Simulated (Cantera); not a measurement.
Charge: 1 mol Fe, 30 mol CO, 39 mol H₂, equilibrated at 1773 K and 9.40 bar.

Equilibrium computed with Cantera from the NASA thermochemical tables; the gas is ideal and each condensed phase is pure. Candidate condensed phases: C, C₆H₆, C₇H₈, C₈H₁₈, Fe, Fe(CO)₅, FeO, Fe(OH)₂, Fe(OH)₃, Fe₂O₃, Fe₃O₄, H₂O; 114 gas species. Rates play no part.

Base state: H₂ 0.563, CO 0.434, CH₄ 0.00147, H₂O 0.00128, CO₂ 0.000265, H 6.96e-5, C₂H₂ (acetylene) 2.72e-5 (mole fractions); condensed: Fe(δ).

**Question.** What changes in the equilibrium state with this change: temperature from 1773 K to 1525 K?

**Answer.** 
| species | before | after |
|---|---|---|
| H₂ | 0.563 | 0.557 |
| CO | 0.434 | 0.433 |
| CH₄ | 0.00147 | 0.00527 |
| H₂O | 0.00128 | 0.00410 |
| H | 6.96e-5 | 5.76e-6 |
| C₂H₂ (acetylene) | 2.72e-5 | 4.24e-6 |
| Fe(δ), mol | 1.000 | 0 |
| Fe(γ), mol | 0 | 1.000 |

**Question.** What changes in the equilibrium state with this change: H₂ from 39 to 8.6 mol?

**Answer.** 
```json
[
 {"species": "CO", "before": "0.434", "after": "0.777"},
 {"species": "H₂", "before": "0.563", "after": "0.222"},
 {"species": "H₂O", "before": "0.00128", "after": "0.000529"},
 {"species": "CH₄", "before": "0.00147", "after": "0.000390"},
 {"species": "CO₂", "before": "0.000265", "after": "0.000499"},
 {"species": "H", "before": "6.96e-5", "after": "4.37e-5"},
 {"species": "C₂H₂ (acetylene)", "before": "2.72e-5", "after": "3.10e-5"},
 {"species": "Fe(δ), mol", "before": "1.000", "after": "1.000"},
 {"species": "C(graphite), mol", "before": "0", "after": "0.0220"}
]
```
Iron dissolves carbon and melts from about 1420 K in contact with it, which pure phases cannot show. Condensed phases not in the tables: cementite and carbon dissolved in iron.
